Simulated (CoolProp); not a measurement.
A Linde-Hampson liquefier for carbon monoxide: isothermal reversible compression at 300 K from 1 atm to 25 MPa, throttling to 1 atm, return gas leaving the recuperator 5 K below the feed. Each further row changes one setting.

Values from CoolProp's reference Helmholtz-energy equation of state, Lemmon 2006. It is a short technical equation, of lower accuracy than the large ones.

| case | liquid yield per pass | compression work (kJ/kg of gas) |
|---|---|---|
| as stated | 0.084 | 491 |
| high pressure 50 MPa | ___ | ___ |
| warm-end temperature 330 K | ___ | ___ |
| warm-end gap 10 K | ___ | 491 |

### Question
Complete the blanks.

### Answer

- high pressure 50 MPa, liquid yield per pass: 0.091
- high pressure 50 MPa, compression work (kJ/kg of gas): 565
- warm-end temperature 330 K, liquid yield per pass: 0.060
- warm-end temperature 330 K, compression work (kJ/kg of gas): 544
- warm-end gap 10 K, liquid yield per pass: 0.073
